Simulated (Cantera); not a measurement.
A Cantera script and what it prints.

```python
import numpy as np
import cantera as ct

gas_names = """
    CL CL2 H HCL H2 N NH NH2 NH3 N2 N2H2 N2H4 Si SiCL SiCL2 SiCL3 SiCL4 SiH SiHCL3 SiH2 SiH2CL2 SiH3
    SiH3CL SiH4 SiN Si2 Si2N Si3
""".split()
cond_names = """
    NH4CL(a) NH4CL(b) Si(cr) Si(L) Si3N4(a)
""".split()


# ... load() reads the species with a 1 bar reference pressure and builds the phases ...
atoms = {
    'SiCl4': {'Si': 1, 'CL': 4},
    'HCl': {'H': 1, 'CL': 1},
    'N2': {'N': 2},
}
top_T = {'Si3N4(a)': 2400}  # K; cautious upper limits of use, not melting points


# ... equilibrate(T, P, feed) seeds the gas with the atoms and calls Mixture.equilibrate('TP', solver="vcs", rtol=1e-11, max_steps=5000) ...
results = []
feed = {'SiCl4': 1, 'HCl': 0.14, 'N2': 56}  # mol
T = 948.15  # K
P = 89000  # Pa
mix = equilibrate(T, P, feed)
results.append((T, P, feed, dict(zip(mix.species_names, mix.species_moles))))
x = sorted(zip(gas.X, gas.species_names), reverse=True)
print(f"T = {T:g} K  P = {P:g} Pa  gas = {mix.phase_moles(0):.4g} mol")
print("   x: " + "  ".join(f"{s} {v:.3e}" for v, s in x if v > 1e-06))
print("   condensed (mol): " + ("  ".join(f"{mix.phase(i).name} {mix.phase_moles(i):.4g}"
      for i in range(1, mix.n_phases) if mix.phase_moles(i) > 1e-12) or "none"))
```

It prints:

```
T = 948.15 K  P = 89000 Pa  gas = 57.14 mol
   x: N2 9.800e-01  SiCL4 1.750e-02  HCL 2.450e-03
   condensed (mol): none
```

Equilibrium computed with Cantera from the NASA thermochemical tables; the gas is ideal and each condensed phase is pure.
